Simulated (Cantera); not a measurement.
A perfectly stirred reactor is fed with CH4 : H2O = 1 : 1.8 (molar parts), at 0.132 atm; it is held at 2073 K, and followed from long to short residence time.

Model: GRI-Mech 3.0 (53 species, 325 reactions), integrated in Cantera.

Q: Predict: x(CH4) at τ = 26.0 s; x(H2O) at τ = 26.0 s; x(CH2CO) at τ = 26.0 s; x(C2H4) at τ = 26.0 s; x(CH4) at τ = 56.0 ms; x(H2O) at τ = 56.0 ms; x(CH2CO) at τ = 56.0 ms; x(C2H4) at τ = 56.0 ms.

A: 
| Quantity | Value |
|---|---|
| x(CH4) at τ = 26.0 s | 5.22e-5 |
| x(H2O) at τ = 26.0 s | 0.156 |
| x(CH2CO) at τ = 26.0 s | 9.07e-9 |
| x(C2H4) at τ = 26.0 s | 2.00e-9 |
| x(CH4) at τ = 56.0 ms | 0.0105 |
| x(H2O) at τ = 56.0 ms | 0.219 |
| x(CH2CO) at τ = 56.0 ms | 3.03e-5 |
| x(C2H4) at τ = 56.0 ms | 6.18e-5 |
